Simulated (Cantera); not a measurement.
A diamond (100) surface in a fixed gas of H2 with x(CH4) = 0.01, x(CH3) = 2.7e-05, at 1198 K, 0.280 bar; coverages are run to steady state.

Model: the Harris–Goodwin 1993 mechanism for the reconstructed diamond (100) surface, integrated in Cantera.

θ: site fractions in the mechanism's names (c6HH fully hydrogenated, c6H* and c6*H radical sites, c6** diradical, c6HM methylated).

```csv
x(H),growth (µm/h),θ c6HH,θ c6H*,θ c6*H,θ c6**,θ c6HM
0.0001,0.247,0.616,0.0271,0.349,0.00513,0.00147
0.00024,0.687,0.530,0.0329,0.422,0.0112,0.00186
0.00059,[?],0.480,0.0360,0.462,[?],0.00200
0.0014,3.09,0.456,0.0373,0.479,0.0245,0.00174
0.0035,[?],0.445,0.0381,0.486,0.0281,[?]
0.0084,6.51,0.441,0.0386,0.489,0.0299,0.000655
0.02,7.47,0.439,0.0394,0.490,0.0308,0.000319
0.049,8.03,0.438,0.0412,0.489,0.0316,0.000140
0.12,8.44,0.438,0.0453,0.484,0.0328,6.04e-5
```

Problem. Some entries are withheld; supply them.

Solution. 
- 0.00059, growth (µm/h): 1.62
- 0.00059, θ c6**: 0.0187
- 0.0035, growth (µm/h): 4.98
- 0.0035, θ c6HM: 0.00118
